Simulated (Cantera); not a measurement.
Cantera run:

```python
import numpy as np
import cantera as ct

gas_names = """
    AL ALCL ALCL2 ALCL3 ALH ALN ALO ALOCL ALOH ALO2 ALO2H AL2 AL2CL6 AL2O AL2O2 CL CLO CL2 H HALO HCL
    HNO HNO2 HNO3 HOCL HO2 H2 H2O H2O2 N NH NH2 NH3 NH2OH NO NO2 NO3 N2 N2H2 N2H4 N2O O OH O2 O3
""".split()
cond_names = """
    AL(cr) AL(L) ALCL3(s) ALCL3(L) ALN(s) AL2O3(a) AL2O3(L) H2O(s) H2O(L) NH4CL(a) NH4CL(b)
""".split()


def load(file, names, dense=False):
    # The tables refer to 1 bar. Condensed volumes are neglected.
    table = {s.name: s for s in ct.Species.list_from_file(file)}
    out = []
    for n in names:
        d = dict(table[n].input_data)
        d["thermo"] = dict(d["thermo"], **{"reference-pressure": 1e5})
        if dense:
            d["equation-of-state"] = {"model": "constant-volume", "density": "1e6 g/cm^3"}
        out.append(ct.Species.from_dict(d))
    return out


gas = ct.Solution(thermo="ideal-gas", species=load("nasa_gas.yaml", gas_names))
cond = {s.name: ct.Solution(thermo="fixed-stoichiometry", species=[s], name=s.name)
        for s in load("nasa_condensed.yaml", cond_names, dense=True)}
atoms = {
    'AlCl3': {'AL': 1, 'CL': 3},
    'N2O': {'N': 2, 'O': 1},
    'H2': {'H': 2},
}
top_T = {'ALN(s)': 2750}  # K; cautious upper limits of use, not melting points


def equilibrate(T, P, feed):
    n = {}
    for name, mol in feed.items():
        for a, k in atoms[name].items():
            n[a] = n.get(a, 0.0) + k * mol
    gas.TPX = T, P, n
    mass = sum(n.values()) * gas.mean_molecular_weight
    gas.equilibrate("TP")
    valid = [c for c in cond.values() if c.min_temp <= T <= top_T.get(c.name, c.max_temp)]
    mix = ct.Mixture([(gas, mass / gas.mean_molecular_weight)] + [(c, 0.0) for c in valid])
    mix.T, mix.P = T, P
    mix.equilibrate("TP", solver="vcs", rtol=1e-11, max_steps=5000)
    return mix


results = []
T = 1825  # K
P = 133.322  # Pa
for m in [1.6, 4.4, 7.2, 10, 13, 16, 18, 21, 24, 27, 30]:
    feed = {'AlCl3': 1, 'N2O': m, 'H2': 100}  # mol
    mix = equilibrate(T, P, feed)
    results.append((T, P, feed, dict(zip(mix.species_names, mix.species_moles))))

top = {s: max(r[3][s] / sum(r[3][g] for g in gas_names) for r in results) for s in gas_names}
cols = sorted((s for s in top if top[s] > 1e-05), key=lambda s: -top[s])[:9]
seen = [c for c in cond_names if any(r[3].get(c, 0) > 1e-12 for r in results)]
print("log10 of partial pressures in bar; condensed amounts in mol")
print(f"{'n(N2O)':>10s}" + "".join(f"{s[:9]:>10s}" for s in cols + seen))
for T, P, feed, n in results:
    ng = sum(n[g] for g in gas_names)
    print(f"{feed['N2O']:10.4g}" + "".join(f"{np.log10(max(n[s] / ng * P / 1e5, 1e-99)):10.3f}" for s in cols)
          + "".join(f"{n.get(c, 0):10.4g}" for c in seen))
```

Output:

```
log10 of partial pressures in bar; condensed amounts in mol
    n(N2O)        H2        N2       H2O       HCL         H      ALCL        CL        OH  AL2O3(a)
       1.6    -2.901    -4.687    -5.577    -4.429    -4.807    -6.049    -6.452    -8.638    0.4645
       4.4    -2.925    -4.259    -4.440    -4.430    -4.819    -7.780    -6.441    -7.489    0.4993
       7.2    -2.949    -4.056    -4.158    -4.441    -4.831    -8.238    -6.440    -7.195    0.4997
        10    -2.973    -3.925    -3.996    -4.452    -4.843    -8.517    -6.439    -7.021    0.4998
        13    -3.000    -3.822    -3.876    -4.464    -4.856    -8.735    -6.438    -6.888    0.4999
        16    -3.026    -3.743    -3.787    -4.475    -4.869    -8.907    -6.436    -6.785    0.4999
        18    -3.044    -3.699    -3.738    -4.482    -4.878    -9.005    -6.434    -6.727    0.4999
        21    -3.071    -3.643    -3.676    -4.493    -4.892    -9.136    -6.432    -6.652    0.4999
        24    -3.098    -3.596    -3.624    -4.504    -4.905    -9.251    -6.429    -6.587    0.4999
        27    -3.126    -3.555    -3.580    -4.514    -4.919    -9.356    -6.425    -6.529    0.4999
        30    -3.154    -3.519    -3.542    -4.524    -4.933    -9.452    -6.421    -6.476    0.4999
```

Cantera equilibrium calculation (NASA polynomials, part measured and part estimated; ideal gas, pure solids and liquids).
